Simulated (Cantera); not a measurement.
A perfectly stirred reactor is fed with 21.6 % CH4, 78.4 % CO2, at 5.00 bar; it is held at 1800 K, and followed from long to short residence time.

Detailed kinetics in Cantera: GRI-Mech 3.0 (53 species, 325 reactions).

Q: Predict: x(CH4) at τ = 22.0 s; x(CO2) at τ = 22.0 s; x(HCO) at τ = 22.0 s; x(CH2CO) at τ = 22.0 s; x(OH) at τ = 22.0 s; x(CH4) at τ = 60.0 ms; x(CO2) at τ = 60.0 ms; x(HCO) at τ = 60.0 ms; x(CH2CO) at τ = 60.0 ms; x(OH) at τ = 60.0 ms.

A: 
- x(CH4) at τ = 22.0 s = 0.000242
- x(CO2) at τ = 22.0 s = 0.210
- x(HCO) at τ = 22.0 s = 7.64e-8
- x(CH2CO) at τ = 22.0 s = 1.26e-7
- x(OH) at τ = 22.0 s = 5.73e-6
- x(CH4) at τ = 60.0 ms = 0.0153
- x(CO2) at τ = 60.0 ms = 0.290
- x(HCO) at τ = 60.0 ms = 5.94e-8
- x(CH2CO) at τ = 60.0 ms = 3.81e-5
- x(OH) at τ = 60.0 ms = 6.99e-6
